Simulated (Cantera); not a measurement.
Input: 1 mol Si, 1.6 mol HBr, 8.4 mol H2, equilibrated at 950 °C and 3.70 Pa.

Equilibrium computed with Cantera from the NASA thermochemical tables; the gas is ideal and each condensed phase is pure. The tables' values for SiBr3 are old estimates; treat these amounts as uncertain. Equilibrium is a limit: real reactors are often held back by kinetics, nucleation or transport.

```
species      before    after
----------  -------  -------
H2            0.864    0.863
HBr           0.110    0.112
SiBr2        0.0239   0.0230
Br          0.00212  0.00114
SiBr4       9.76e-6  3.14e-5
H           4.61e-5  1.81e-5
SiBr3       6.21e-5  9.55e-5
Si(s), mol    0.760    0.769
```
Gas species are given as mole fractions.

Problem. Name the change that produced these shifts.
(A) temperature from 950 °C to 900 °C
(B) temperature from 950 °C to 602 °C
(C) temperature from 950 °C to 502 °C
(D) temperature from 950 °C to 425 °C

Solution. A, temperature from 950 °C to 900 °C
